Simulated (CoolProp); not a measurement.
R114 at several states: Z from the reference equation and from simpler models built on Tc = 147.5 °C, pc = 3.352 MPa, ω = 0.252; each cubic takes its own stable root.

Model: reference Helmholtz-energy equation of state, Platzer 1990, in CoolProp. This equation is an older, rougher fit; its heat capacities, sound speeds and derivatives of the liquid may be far off and weren't checked against measurements.

```json
[
 {"T (°C)": "57.95", "p (MPa)": "0.0183", "phase": "gas", "reference": "0.9961", "Redlich-Kwong": "0.9963", "Soave-Redlich-Kwong": "0.9961", "Peng-Robinson": "0.9958"},
 {"T (°C)": "209.85", "p (MPa)": "9.9", "phase": "supercritical", "reference": "…", "Redlich-Kwong": "0.5349", "Soave-Redlich-Kwong": "0.5763", "Peng-Robinson": "0.5321"},
 {"T (°C)": "32.75", "p (MPa)": "0.816", "phase": "liquid", "reference": "0.03826", "Redlich-Kwong": "0.04154", "Soave-Redlich-Kwong": "…", "Peng-Robinson": "0.03518"},
 {"T (°C)": "208.65", "p (MPa)": "7.11", "phase": "supercritical", "reference": "0.5043", "Redlich-Kwong": "…", "Soave-Redlich-Kwong": "0.5546", "Peng-Robinson": "…"}
]
```

Task: Some entries are withheld; supply them.

Result: 
- 209.85, reference: 0.5275
- 32.75, Soave-Redlich-Kwong: 0.03985
- 208.65, Redlich-Kwong: 0.4944
- 208.65, Peng-Robinson: 0.5192
